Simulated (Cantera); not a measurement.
(CH3)2SiCl2 + C3H8 + H2 (silicon carbide growth)

Feed: 1 mol (CH3)2SiCl2, 0.0039 mol C3H8, 2.2 mol H2, at 4.70 mbar.

Equilibrium computed with Cantera from the NASA thermochemical tables; the gas is ideal and each condensed phase is pure. Candidate condensed phases: C, C6H6, C7H8, C8H18, Si, SiC; 109 gas species. The feed counts by its element totals alone. The tables' values for SiCl, SiCl3 are old estimates; treat these amounts as uncertain. Gases not in the tables: Si2H6 and higher silanes. Rates play no part.

```csv
T (K),x H2,x HCl,x H,x Si,x Cl,x SiCl4,x SiCl2,x SiC2,n C(graphite),n SiC(s)
948,0.791,0.166,6.80e-9,<1e-12,1.36e-9,0.0416,1.28e-5,<1e-12,1.26,0.746
1098,0.709,0.279,3.04e-7,<1e-12,1.07e-7,0.0110,0.000190,<1e-12,1.08,0.926
1248,0.683,0.314,5.63e-6,3.69e-12,2.21e-6,0.00125,0.000810,<1e-12,1.03,0.984
1398,0.681,0.316,5.70e-5,7.88e-10,2.18e-5,0.000154,0.00206,<1e-12,1.03,0.984
1548,0.683,0.313,0.000371,5.91e-8,0.000136,2.67e-5,0.00416,1.54e-10,1.04,0.973
1698,0.684,0.306,0.00174,2.05e-6,0.000607,6.06e-6,0.00721,1.59e-8,1.06,0.954
1848,0.684,0.296,0.00640,3.98e-5,0.00210,1.66e-6,0.0110,7.62e-7,1.08,0.930
1998,0.678,0.281,0.0193,0.000492,0.00594,5.12e-7,0.0152,2.02e-5,1.11,0.898
2148,0.654,0.257,0.0492,0.00427,0.0141,1.66e-7,0.0187,0.000335,1.15,0.836
2298,0.588,0.216,0.107,0.0278,0.0283,4.92e-8,0.0198,0.00381,1.33,0.575
2448,0.460,0.169,0.197,0.0774,0.0513,8.55e-9,0.0108,0.0172,1.62,0
```
x: gas mole fraction; n: condensed amount in mol.

From 948 K to 2298 K the condensed part is C(graphite) + SiC(s). At 2448 K the condensed part is C(graphite). The main Si-bearing gas is SiCl4 at 948 K and Si at 2448 K.
